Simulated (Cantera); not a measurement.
## Thermodynamics of silicon nitride deposition, feed SiH2Cl2 + NH3 + H2 + N2

Input: 1 mol SiH2Cl2, 1.3 mol NH3, 0.28 mol H2, 0.3 mol N2.

Equilibrium computed with Cantera from the NASA thermochemical tables; the gas is ideal and each condensed phase is pure. Candidate condensed phases: NH4Cl, Si, Si3N4; 28 gas species. Mutual solubility and eutectic melting of coexisting phases are not modelled. The tables' values for SiCl3 are old estimates. Equilibrium is a limit: real reactors are often held back by kinetics, nucleation or transport.

Task: Map the stable condensed phases over T = 802, 877, 952, 1027, 1102, 1177, 1252, 1327, 1402, 1477 °C and P in Pa = 5, 15, 45, 140, 410, 1200, 3700, 11000, 33000, 100000.

Result: 
```
T in °C \ P in Pa
              5     15     45    140    410   1200   3700  11000  33000 100000
   1477       A      A      A      A      A      A      B      B      B      B
   1402       A      A      A      A      A      B      B      B      B      B
   1327       A      A      A      A      B      B      B      B      B      B
   1252       A      A      C      B      B      B      B      B      B      B
   1177       A      B      B      B      B      B      B      B      B      B
   1102       B      B      B      B      B      B      B      B      B      B
   1027       B      B      B      B      B      B      B      B      B      B
    952       B      B      B      B      B      B      B      B      B      B
    877       B      B      B      B      B      B      B      B      B      B
    802       B      B      B      B      B      B      B      B      B      B
```
A: Si; B: Si3N4; C: Si + Si3N4.
